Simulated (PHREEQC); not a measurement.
A solution holds 0.044 mol/kgw MgCl2 and 0.061 mol/kgw Na2SO4, at 30 °C. Closed to the air; pH follows from the charge balance.

The numbers come from PHREEQC with the ion-association model, phreeqc.dat.

No solid was allowed to form.

Task: What ionic strength, specific conductance does the model give?

Result: ionic strength 0.224 mol/kgw; specific conductance 16600 µS/cm.

Task: In which forms is Mg present?

Result: Mg+2 55 %, MgSO4 45 % of the Mg.
